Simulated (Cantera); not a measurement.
What does this Cantera script print?

```python
import numpy as np
import cantera as ct

gas = ct.Solution("h2o2.yaml")
gas.TPX = 1325, 130000, {'H2': 1, 'O2': 0.633, 'N2': 6.96}
reactor = ct.IdealGasConstPressureReactor(gas, energy="on", clone=False)
net = ct.ReactorNet([reactor])
net.rtol, net.atol = 1e-08, 1e-16
show = ['H2', 'O2', 'H2O', 'O', 'OH']
times = np.geomspace(2e-06, 1, 16)

steps = ct.SolutionArray(gas, extra=["t"])
rows = []
print(f"{'t/s':>10s}{'T/K':>9s}{'P/Pa':>11s}" + "".join(f"{s:>11s}" for s in show))
for t in times:
    while net.time < t:
        t_next = net.step()
        steps.append(gas.state, t=t_next)
    rows.append([np.interp(t, steps.t, y) for y in (steps.T, steps.P, *steps(*show).X.T)])
    print(f"{t:10.3e}{rows[-1][0]:9.1f}{rows[-1][1]:11.4g}" + "".join(f"{x:11.3e}" for x in rows[-1][2:]))
rate = np.gradient(steps.T, steps.t)
print("integrator steps:", len(steps.t))
if steps.T.max() > steps.T[0] + 200:
    print(f"time of steepest temperature rise: {steps.t[rate.argmax()]:.4e} s")
gas.TPX = 1325, 130000, {'H2': 1, 'O2': 0.633, 'N2': 6.96}
gas.equilibrate("HP")
print(f"equilibrium (HP): T = {gas.T:.1f} K  " + "  ".join(f"{s} {gas[s].X[0]:.3e}" for s in show))
```

It prints:

```
       t/s      T/K       P/Pa         H2         O2        H2O          O         OH
 2.000e-06   1325.0    1.3e+05  1.164e-01  7.366e-02  4.514e-09  1.988e-09  1.397e-09
 4.797e-06   1325.0    1.3e+05  1.164e-01  7.366e-02  4.788e-08  1.036e-08  6.969e-09
 1.151e-05   1325.0    1.3e+05  1.164e-01  7.366e-02  1.071e-06  1.528e-07  1.017e-07
 2.759e-05   1325.6    1.3e+05  1.157e-01  7.336e-02  4.628e-04  5.952e-05  4.201e-05
 6.618e-05   1713.6    1.3e+05  1.585e-02  2.344e-02  8.773e-02  9.270e-03  7.401e-03
 1.587e-04   1960.9    1.3e+05  9.831e-03  1.908e-02  1.046e-01  4.085e-03  7.306e-03
 3.807e-04   2075.4    1.3e+05  4.521e-03  1.696e-02  1.148e-01  1.537e-03  5.285e-03
 9.132e-04   2123.9    1.3e+05  1.623e-03  1.623e-02  1.199e-01  5.088e-04  3.257e-03
 2.190e-03   2138.2    1.3e+05  7.407e-04  1.614e-02  1.215e-01  2.307e-04  2.241e-03
 5.253e-03   2139.6    1.3e+05  6.550e-04  1.614e-02  1.217e-01  2.044e-04  2.114e-03
 1.260e-02   2139.6    1.3e+05  6.545e-04  1.614e-02  1.217e-01  2.043e-04  2.113e-03
 3.022e-02   2139.6    1.3e+05  6.545e-04  1.614e-02  1.217e-01  2.043e-04  2.113e-03
 7.248e-02   2139.6    1.3e+05  6.545e-04  1.614e-02  1.217e-01  2.043e-04  2.113e-03
 1.738e-01   2139.6    1.3e+05  6.545e-04  1.614e-02  1.217e-01  2.043e-04  2.113e-03
 4.169e-01   2139.6    1.3e+05  6.545e-04  1.614e-02  1.217e-01  2.043e-04  2.113e-03
 1.000e+00   2139.6    1.3e+05  6.545e-04  1.614e-02  1.217e-01  2.043e-04  2.113e-03
integrator steps: 1327
time of steepest temperature rise: 4.3036e-05 s
equilibrium (HP): T = 2139.6 K  H2 6.545e-04  O2 1.614e-02  H2O 1.217e-01  O 2.043e-04  OH 2.113e-03
```

Computed with Cantera and the H2/O2 subset of GRI-Mech 3.0, which has no nitrogen chemistry.
